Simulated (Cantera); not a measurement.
An adiabatic, constant-pressure homogeneous reactor starts with CH₄ : C₂H₆ : O₂ : N₂ = 1 : 0.19 : 2.42 : 9.21 (molar parts), equivalence ratio 1.1, at 1475 K and 7500 Torr.

Cantera simulation using GRI-Mech 3.0 (53 species, 325 reactions); the numbers are that mechanism's predictions, not measurements.

One state of this run: T (K) = 2900; x CH₄ = <1e-12; x C₂H₆ = <1e-12; x O₂ = 0.00758; x H₂ = 0.0188; x C₂H = <1e-12; x OH = 0.0133; x CH₂O = 3.54e-9. x: mole fraction; the columns are a selection and need not sum to one.

Which value of t (s) does it belong to?
A) 5.00e-6
B) 1.39e-5
C) 0.0175
D) 3.85e-5

C, 0.0175
